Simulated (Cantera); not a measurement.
An adiabatic, constant-pressure homogeneous reactor starts with CH4 : O2 : N2 = 1 : 1.54 : 16.9 (molar parts), equivalence ratio 1.3, at 1148 K and 0.320 bar. Integrator tolerance rtol = 1e-08.

Cantera simulation using GRI-Mech 3.0 (53 species, 325 reactions); the numbers are that mechanism's predictions, not measurements.

### Question
What does this change do: initial temperature 1148 to 1250 K?

### Answer
```csv
quantity,before,after
temperature at 0.600 s,1155 K,2008 K
equilibrium temperature,1914 K,2008 K
x(CH4) at 0.600 s,0.0502 (gas-phase equilibrium <1e-12),<1e-12 (gas-phase equilibrium <1e-12)
x(O2) at 0.600 s,0.0783 (gas-phase equilibrium 1.08e-6),5.02e-6 (gas-phase equilibrium 5.00e-6)
x(HO2) at 0.600 s,2.07e-6 (gas-phase equilibrium 1.44e-10),6.75e-10 (gas-phase equilibrium 6.72e-10)
x(NO) at 0.600 s,<1e-12 (gas-phase equilibrium 1.42e-5),3.77e-5 (gas-phase equilibrium 3.98e-5)
x(NO2) at 0.600 s,<1e-12 (gas-phase equilibrium 3.63e-11),1.77e-10 (gas-phase equilibrium 1.87e-10)
x(C2H2) at 0.600 s,5.36e-8 (gas-phase equilibrium <1e-12),<1e-12 (gas-phase equilibrium <1e-12)
x(H2) at 0.600 s,0.000303 (gas-phase equilibrium 0.0202),0.0196 (gas-phase equilibrium 0.0196)
time of steepest temperature rise,not reached,0.187 s
```

### Question
What does this change do: pressure from 0.320 bar to 13.0 bar?

### Answer
```csv
quantity,before,after
temperature at 0.600 s,1155 K,1916 K
equilibrium temperature,1914 K,1916 K
x(CH4) at 0.600 s,0.0502 (gas-phase equilibrium <1e-12),3.58e-11 (gas-phase equilibrium 3.95e-11)
x(O2) at 0.600 s,0.0783 (gas-phase equilibrium 1.08e-6),2.73e-8 (gas-phase equilibrium 2.73e-8)
x(HO2) at 0.600 s,2.07e-6 (gas-phase equilibrium 1.44e-10),2.32e-11 (gas-phase equilibrium 2.32e-11)
x(NO) at 0.600 s,<1e-12 (gas-phase equilibrium 1.42e-5),3.66e-6 (gas-phase equilibrium 2.26e-6)
x(NO2) at 0.600 s,<1e-12 (gas-phase equilibrium 3.63e-11),9.48e-12 (gas-phase equilibrium 5.88e-12)
x(C2H2) at 0.600 s,5.36e-8 (gas-phase equilibrium <1e-12),<1e-12 (gas-phase equilibrium <1e-12)
x(H2) at 0.600 s,0.000303 (gas-phase equilibrium 0.0202),0.0202 (gas-phase equilibrium 0.0202)
time of steepest temperature rise,not reached,21.1 ms
```
The pressure lies above the range GRI-Mech 3.0 was tuned for (to about 10 atm).
